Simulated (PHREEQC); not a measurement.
A column of 0.2 m (40 cells, dispersivity 0.007 m, 720 s a shift, diffusion coefficient 3e-10 m²/s) holds 0.069 eq of the database's cation exchanger X per kg of pore water, first in equilibrium with 0.0045 mol KCl, 0.074 mol Na2SO4 and 1e-05 mol HCl per kg of water. It is flushed with 0.0048 mol/kgw NH4Cl, 0.079 mol/kgw Na2SO4, 0.0039 mol/kgw LiCl and 1e-05 mol/kgw HCl, at 40 °C. Values are for the last cell. No CO2 enters from the air. Precipitation was switched off in this run.

Computed with PHREEQC (ion-association model, phreeqc.dat).

```json
[
 {"pore volumes": "0", "NH4 in solution (mol/kgw)": "0", "Li in solution (mol/kgw)": "0", "K in solution (mol/kgw)": "0.00450", "Cl in solution (mol/kgw)": "0.00451", "LiX on the exchanger (mol/kgw)": "0"},
 {"pore volumes": "0.2125", "NH4 in solution (mol/kgw)": "0", "Li in solution (mol/kgw)": "0", "K in solution (mol/kgw)": "0.00450", "Cl in solution (mol/kgw)": "0.00451", "LiX on the exchanger (mol/kgw)": "0"},
 {"pore volumes": "0.4125", "NH4 in solution (mol/kgw)": "4.60e-14", "Li in solution (mol/kgw)": "1.23e-8", "K in solution (mol/kgw)": "0.00450", "Cl in solution (mol/kgw)": "0.00451", "LiX on the exchanger (mol/kgw)": "4.39e-9"},
 {"pore volumes": "0.5125", "NH4 in solution (mol/kgw)": "2.68e-11", "Li in solution (mol/kgw)": "7.00e-7", "K in solution (mol/kgw)": "0.00450", "Cl in solution (mol/kgw)": "0.00454", "LiX on the exchanger (mol/kgw)": "2.50e-7"},
 {"pore volumes": "0.7125", "NH4 in solution (mol/kgw)": "4.34e-8", "Li in solution (mol/kgw)": "5.03e-5", "K in solution (mol/kgw)": "0.00455", "Cl in solution (mol/kgw)": "0.00502", "LiX on the exchanger (mol/kgw)": "1.78e-5"},
 {"pore volumes": "0.9125", "NH4 in solution (mol/kgw)": "2.58e-6", "Li in solution (mol/kgw)": "0.000398", "K in solution (mol/kgw)": "0.00467", "Cl in solution (mol/kgw)": "0.00625", "LiX on the exchanger (mol/kgw)": "0.000137"},
 {"pore volumes": "1.113", "NH4 in solution (mol/kgw)": "3.08e-5", "Li in solution (mol/kgw)": "0.00118", "K in solution (mol/kgw)": "0.00479", "Cl in solution (mol/kgw)": "0.00747", "LiX on the exchanger (mol/kgw)": "0.000395"},
 {"pore volumes": "1.212", "NH4 in solution (mol/kgw)": "7.38e-5", "Li in solution (mol/kgw)": "0.00164", "K in solution (mol/kgw)": "0.00482", "Cl in solution (mol/kgw)": "0.00790", "LiX on the exchanger (mol/kgw)": "0.000547"},
 {"pore volumes": "1.413", "NH4 in solution (mol/kgw)": "0.000266", "Li in solution (mol/kgw)": "0.00251", "K in solution (mol/kgw)": "0.00480", "Cl in solution (mol/kgw)": "0.00840", "LiX on the exchanger (mol/kgw)": "0.000824"},
 {"pore volumes": "1.613", "NH4 in solution (mol/kgw)": "0.000633", "Li in solution (mol/kgw)": "0.00313", "K in solution (mol/kgw)": "0.00464", "Cl in solution (mol/kgw)": "0.00860", "LiX on the exchanger (mol/kgw)": "0.00102"},
 {"pore volumes": "1.812", "NH4 in solution (mol/kgw)": "0.00115", "Li in solution (mol/kgw)": "0.00350", "K in solution (mol/kgw)": "0.00433", "Cl in solution (mol/kgw)": "0.00868", "LiX on the exchanger (mol/kgw)": "0.00114"},
 {"pore volumes": "1.913", "NH4 in solution (mol/kgw)": "0.00145", "Li in solution (mol/kgw)": "0.00362", "K in solution (mol/kgw)": "0.00412", "Cl in solution (mol/kgw)": "0.00869", "LiX on the exchanger (mol/kgw)": "0.00118"},
 {"pore volumes": "2.112", "NH4 in solution (mol/kgw)": "0.00205", "Li in solution (mol/kgw)": "0.00376", "K in solution (mol/kgw)": "0.00362", "Cl in solution (mol/kgw)": "0.00870", "LiX on the exchanger (mol/kgw)": "0.00123"},
 {"pore volumes": "2.312", "NH4 in solution (mol/kgw)": "0.00264", "Li in solution (mol/kgw)": "0.00383", "K in solution (mol/kgw)": "0.00307", "Cl in solution (mol/kgw)": "0.00871", "LiX on the exchanger (mol/kgw)": "0.00125"},
 {"pore volumes": "2.513", "NH4 in solution (mol/kgw)": "0.00315", "Li in solution (mol/kgw)": "0.00386", "K in solution (mol/kgw)": "0.00252", "Cl in solution (mol/kgw)": "0.00871", "LiX on the exchanger (mol/kgw)": "0.00127"},
 {"pore volumes": "2.612", "NH4 in solution (mol/kgw)": "0.00337", "Li in solution (mol/kgw)": "0.00387", "K in solution (mol/kgw)": "0.00226", "Cl in solution (mol/kgw)": "0.00871", "LiX on the exchanger (mol/kgw)": "0.00127"},
 {"pore volumes": "2.812", "NH4 in solution (mol/kgw)": "0.00375", "Li in solution (mol/kgw)": "0.00388", "K in solution (mol/kgw)": "0.00178", "Cl in solution (mol/kgw)": "0.00871", "LiX on the exchanger (mol/kgw)": "0.00128"},
 {"pore volumes": "3.013", "NH4 in solution (mol/kgw)": "0.00404", "Li in solution (mol/kgw)": "0.00388", "K in solution (mol/kgw)": "0.00138", "Cl in solution (mol/kgw)": "0.00871", "LiX on the exchanger (mol/kgw)": "0.00129"}
]
```

Complexes and solids missing from the database can't appear. At this temperature some constants are extrapolated from 25 °C, and those without enthalpy data are left unchanged.
